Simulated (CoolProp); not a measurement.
Ethanol along the isobar 7.18 MPa: Z from the reference equation and from simpler models built on Tc = 514.7 K, pc = 6.268 MPa, ω = 0.644; each cubic takes its own stable root.

Computed with CoolProp (reference Helmholtz-energy equation of state, Schroeder 2014).

```json
[
 {"T (K)": "388.9", "phase": "liquid", "reference": "0.1447", "van der Waals": "0.2674", "Redlich-Kwong": "(withheld)", "Soave-Redlich-Kwong": "0.1733"},
 {"T (K)": "414.6", "phase": "liquid", "reference": "0.1419", "van der Waals": "(withheld)", "Redlich-Kwong": "0.1885", "Soave-Redlich-Kwong": "0.1720"},
 {"T (K)": "440.3", "phase": "liquid", "reference": "(withheld)", "van der Waals": "0.2607", "Redlich-Kwong": "0.1910", "Soave-Redlich-Kwong": "0.1740"},
 {"T (K)": "465.9", "phase": "liquid", "reference": "0.1437", "van der Waals": "(withheld)", "Redlich-Kwong": "0.1981", "Soave-Redlich-Kwong": "(withheld)"},
 {"T (K)": "491.6", "phase": "liquid", "reference": "0.1511", "van der Waals": "0.2742", "Redlich-Kwong": "0.2145", "Soave-Redlich-Kwong": "0.1999"},
 {"T (K)": "517.3", "phase": "supercritical", "reference": "0.1922", "van der Waals": "0.3074", "Redlich-Kwong": "0.2645", "Soave-Redlich-Kwong": "0.2716"},
 {"T (K)": "543", "phase": "supercritical", "reference": "0.6100", "van der Waals": "0.5141", "Redlich-Kwong": "0.5285", "Soave-Redlich-Kwong": "0.5999"},
 {"T (K)": "568.6", "phase": "supercritical", "reference": "(withheld)", "van der Waals": "0.6309", "Redlich-Kwong": "0.6404", "Soave-Redlich-Kwong": "0.7148"},
 {"T (K)": "594.3", "phase": "supercritical", "reference": "0.7994", "van der Waals": "0.6960", "Redlich-Kwong": "0.7075", "Soave-Redlich-Kwong": "0.7860"},
 {"T (K)": "620", "phase": "supercritical", "reference": "(withheld)", "van der Waals": "0.7419", "Redlich-Kwong": "0.7554", "Soave-Redlich-Kwong": "0.8367"}
]
```

Complete the blanks.


- 388.9, Redlich-Kwong: 0.1893
- 414.6, van der Waals: 0.2624
- 440.3, reference: 0.1414
- 465.9, van der Waals: 0.2635
- 465.9, Soave-Redlich-Kwong: 0.1814
- 568.6, reference: 0.7314
- 620, reference: 0.8444
